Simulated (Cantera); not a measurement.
Input: 1 mol SiC, 0.16 mol H₂O, 470 mol H₂, 0.2 mol CO₂, equilibrated at 0.0100 bar.

These are equilibrium values from Cantera (NASA tables, ideal gas, pure condensed phases), not measurements of a reactor. Candidate condensed phases: C, C₆H₆, C₇H₈, C₈H₁₈, H₂O, Si, SiC, SiO₂; 123 gas species. Mutual solubility and eutectic melting of coexisting phases are not modelled. The tables hold silica as quartz up to 1696 K and as liquid above; real silica turns to tridymite and cristobalite and melts near 1996 K. Gases not in the tables: Si₂H₆ and higher silanes. Kinetics and transport are ignored.

Problem. What share of the Si ends up in condensed phases as a function of T (°C), at 1025, 1125, 1225, 1325, 1425, 1525, 1625, 1725?

Solution. 
```
T (°C)  Si condensed (%)                       as
------  ----------------  -----------------------
1025                92.3  SiC(s) + SiO₂(β-quartz)
1125                82.0                   SiC(s)
1225                82.0                   SiC(s)
1325                81.9                   SiC(s)
1425                81.6                   SiC(s)
1525                80.0                   SiC(s)
1625                74.0                   SiC(s)
1725                58.6                   SiC(s)
```
